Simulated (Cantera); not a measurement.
What does this Cantera script print?

```python
import numpy as np
import cantera as ct

gas_names = """
    B BH BH2 BH3 BO BO2 B2 B2O B2O2 B2O3 B3O3H3 H HBO HBO2 HO2 H2 H2O H2O2 H3B3O6 O OH O2 O3
""".split()
cond_names = """
    B(b) B(L) B2O3(L) B3O3H3(cr) H2O(s) H2O(L)
""".split()


# ... load() reads the species with a 1 bar reference pressure and builds the phases ...
atoms = {
    'B2H6': {'B': 2, 'H': 6},
    'O2': {'O': 2},
}
top_T = {}  # K; cautious upper limits of use, not melting points


# ... equilibrate(T, P, feed) seeds the gas with the atoms and calls Mixture.equilibrate('TP', solver="vcs", rtol=1e-11, max_steps=5000) ...
results = []
feed = {'B2H6': 1, 'O2': 4.6}  # mol
P = 2100  # Pa
for T in [825, 975, 1125, 1275, 1425, 1575, 1725, 1875, 2025]:
    mix = equilibrate(T, P, feed)
    results.append((T, P, feed, dict(zip(mix.species_names, mix.species_moles))))

top = {s: max(r[3][s] / sum(r[3][g] for g in gas_names) for r in results) for s in gas_names}
cols = sorted((s for s in top if top[s] > 1e-06), key=lambda s: -top[s])[:7]
seen = [c for c in cond_names if any(r[3].get(c, 0) > 1e-12 for r in results)]
print("log10 of partial pressures in bar; condensed amounts in mol")
print(f"{'T/K':>10s}" + "".join(f"{s[:9]:>10s}" for s in cols + seen))
for T, P, feed, n in results:
    ng = sum(n[g] for g in gas_names)
    print(f"{T:10.4g}" + "".join(f"{np.log10(max(n[s] / ng * P / 1e5, 1e-99)):10.3f}" for s in cols)
          + "".join(f"{n.get(c, 0):10.4g}" for c in seen))
```

Output:

```
log10 of partial pressures in bar; condensed amounts in mol
       T/K       H2O        O2      HBO2      B2O3        OH       BO2    H3B3O6   B2O3(L)
       825    -1.868    -2.135    -7.465   -15.921    -9.537   -14.979    -3.909    0.9596
       975    -1.865    -2.136    -5.748   -12.009    -7.954   -11.708    -4.297    0.9832
      1125    -1.865    -2.136    -4.510    -9.176    -6.793    -9.325    -4.602    0.9884
      1275    -1.871    -2.139    -3.580    -7.036    -5.908    -7.516    -4.854    0.9664
      1425    -1.901    -2.151    -2.870    -5.367    -5.224    -6.099    -5.099    0.8437
      1575    -2.006    -2.189    -2.344    -4.031    -4.717    -4.967    -5.422    0.4156
      1725    -2.105    -2.224    -2.173    -3.440    -4.306    -4.288    -6.463         0
      1875    -2.102    -2.228    -2.190    -3.350    -3.911    -3.916    -7.805         0
      2025    -2.102    -2.236    -2.211    -3.285    -3.577    -3.605    -8.959         0
```

Equilibrium computed with Cantera from the NASA thermochemical tables; the gas is ideal and each condensed phase is pure. The feed counts by its element totals alone. Gases not in the tables: H3BO3.
